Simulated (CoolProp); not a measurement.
Properties of methanol along the isobar 0.943 MPa.

Values from CoolProp's reference Helmholtz-energy equation of state, de Reuck 1993.

```csv
T (°C),phase,Z,cv (kJ/(kg K))
180.05,gas,0.9289,1.787
186.95,gas,0.9347,1.765
193.85,gas,0.9397,1.753
200.85,gas,0.9443,1.748
207.75,gas,0.9483,1.747
214.65,gas,0.9518,1.749
221.55,gas,0.9550,1.754
228.45,gas,0.9579,1.760
235.45,gas,0.9606,1.767
242.35,gas,0.9629,1.776
249.25,gas,0.9651,1.785
256.15,gas,0.9670,1.794
263.05,gas,0.9688,1.804
270.05,gas,0.9704,1.815
276.95,gas,0.9718,1.826
```
